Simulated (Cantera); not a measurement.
**Ammonia decomposition in nitride growth gas**

A perfectly stirred reactor is fed with NH₃ : N₂ : H₂ = 1 : 5.7 : 0.06 (molar parts), at 0.0267 bar; it is held at 1898 K, and followed from long to short residence time.

Computed with Cantera and the gas-phase N/H chemistry of the illustrative SiF4/NH3 mechanism in the Surface Chemkin manual (1991). Walls and surfaces, which speed up NH3 decomposition in real reactors, are not modelled.

| τ (s) | x NH₃ | x N₂H₄ | x H₂ | x H | x N | x NH | x NH₂ |
|---|---|---|---|---|---|---|---|
| 7.2 | 0.0343 | 3.70e-10 | 0.156 | 0.000182 | 7.74e-7 | 4.87e-6 | 0.000112 |
| 1.8 | 0.0750 | 1.23e-9 | 0.103 | 0.000101 | 8.04e-7 | 6.77e-6 | 0.000204 |
| 0.46 | 0.116 | 2.66e-9 | 0.0500 | 4.72e-5 | 6.41e-7 | 7.60e-6 | 0.000300 |
| 0.12 | 0.138 | 3.99e-9 | 0.0215 | 2.15e-5 | 3.50e-7 | 6.74e-6 | 0.000367 |
| 0.029 | 0.146 | 3.58e-9 | 0.0112 | 1.04e-5 | 1.46e-7 | 4.63e-6 | 0.000348 |
| 0.0073 | 0.148 | 8.77e-10 | 0.00907 | 4.08e-6 | 3.13e-8 | 1.49e-6 | 0.000172 |
| 0.0018 | 0.148 | 6.02e-11 | 0.00890 | 1.14e-6 | 1.25e-9 | 1.37e-7 | 4.51e-5 |
| 0.00047 | 0.148 | 4.03e-12 | 0.00888 | 4.16e-7 | 1.67e-11 | 7.83e-9 | 1.17e-5 |
| 0.00012 | 0.148 | <1e-12 | 0.00888 | 2.14e-7 | <1e-12 | 3.30e-10 | 2.89e-6 |
x: mole fraction; the columns are a selection and need not sum to one.
